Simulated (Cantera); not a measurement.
A freely propagating, adiabatic, planar premixed flame of CH₄ : C₂H₆ : O₂ : N₂ = 1 : 1.2 : 5.64 : 24.8 (molar parts), unburnt at 375 K and 3.95 atm; mixture-averaged transport, grid criteria slope 0.08 and curve 0.16, no radiation.

Cantera simulation using GRI-Mech 3.0 (53 species, 325 reactions); the numbers are that mechanism's predictions, not measurements. Burning velocities carry a grid error of a few per cent, more on coarse grids.

Question: What does this change do: inlet temperature 375 to 500 K?

Answer: 
| quantity | before | after |
|---|---|---|
| laminar burning velocity | 28.8 cm/s | 50.9 cm/s |
| thermal thickness | 0.158 mm | 0.132 mm |
| peak x(C₂H₂) | 0.000865 | 0.000971 |
| peak x(H₂O₂) | 0.000169 | 0.000158 |
| peak x(H₂) | 0.0176 | 0.0193 |

Question: What does this change do: inlet temperature 375 to 475 K?

Answer: 
```csv
quantity,before,after
laminar burning velocity,28.8 cm/s,45.8 cm/s
thermal thickness,0.158 mm,0.137 mm
peak x(C₂H₂),0.000865,0.000950
peak x(H₂O₂),0.000169,0.000160
peak x(H₂),0.0176,0.0190
```
